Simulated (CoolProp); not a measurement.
The fluid at 363.97 K and 0.376 MPa flows at 10 m/s in a round tube of 4.6 mm bore and 45 µm roughness, fully developed (64/Re and Nu = 3.66 if laminar; Colebrook and Gnielinski if turbulent). The same conditions are run with several fluids, on thermodynamics alone (safety and materials aside).

Model: reference Helmholtz-energy equation of state of each fluid (R227EA: Lemmon 2016; R13: Platzer 1990; isobutane: Bücker 2006; c-C4F8 (RC318): Platzer 1990; normal hydrogen: Leachman 2009), in CoolProp. The equations of Platzer and Polt are older, rougher fits.

Problem. Rank R227EA, R13, isobutane, c-C4F8 (RC318), normal hydrogen by Reynolds number, highest first.

Solution. c-C4F8 (RC318) (86100), R227EA (71900), isobutane (38500), R13 (35200), normal hydrogen (1130)

```csv
fluid,Darcy friction factor,pressure drop (Pa/m),heat-transfer coefficient (W/(m² K)),mass flow (kg/h)
R227EA,0.0385,9300,1190,13.3
R13,0.0393,5640,544,7.90
isobutane,0.0392,3250,869,4.56
c-C4F8 (RC318),0.0383,11000,1320,15.8
normal hydrogen,0.0569,155,172,0.150
```

Transport values come from each fluid's own correlations; those of R227EA, R13, c-C4F8 (RC318) are estimates that may be off by 10 % or more.
